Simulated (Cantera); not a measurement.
A closed system holds: 1 mol Al₂O₃, 0.61 mol H₂O, at 1.00 bar.

Cantera equilibrium calculation (NASA polynomials, part measured and part estimated; ideal gas, pure solids and liquids). Candidate condensed phases: Al, Al₂O₃, H₂O; 19 gas species. Gases not in the tables: Al(OH)₃. Equilibrium is a limit: real reactors are often held back by kinetics, nucleation or transport. All values below are at 1673 K.

Base state: H₂O 0.999, H₂ 0.000802, O₂ 0.000353, OH 0.000193 (mole fractions); condensed: Al₂O₃(s).

**Question.** What changes in the equilibrium state with this change: Al₂O₃ replaced by TiO₂?

**Answer.** 
| species | before | after |
|---|---|---|
| H₂O | 0.999 | 0.999 |
| H₂ | 0.000802 | 0.000802 |
| O₂ | 0.000353 | 0.000353 |
| OH | 0.000193 | 0.000193 |
| Al₂O₃(s), mol | 1.00 | 0 |
| TiO₂(rutile), mol | 0 | 1.00 |
Gases not in the tables: TiO(OH)₂. Further candidate phases: Ti, TiO, TiO₂, Ti₂O₃, Ti₃O₅, Ti₄O₇.
